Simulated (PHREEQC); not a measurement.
Solution (65 °C): 8.1 mmol/kgw ZnSO4 and 1.7 mmol/kgw Na2SO4. Closed to the air; pH follows from the charge balance.

All values are PHREEQC results (ion-association model, wateq4f.dat), not measurements.

This is a speciation only: nothing precipitates in the calculation.

**Question.** Order these S species by the share of S that they hold, largest first: SO4-2, Zn(SO4)2-2, NaSO4-, ZnSO4.

**Answer.** SO4-2 (67 %), ZnSO4 (30 %), Zn(SO4)2-2 (2.5 %), NaSO4- (0.73 %)

The pH is 5.32 and the ionic strength 0.0252 mol/kgw. Complexes and solids missing from the database can't appear. Away from 25 °C the constants follow the database's enthalpies or fits; those with neither stay at their 25 °C values.
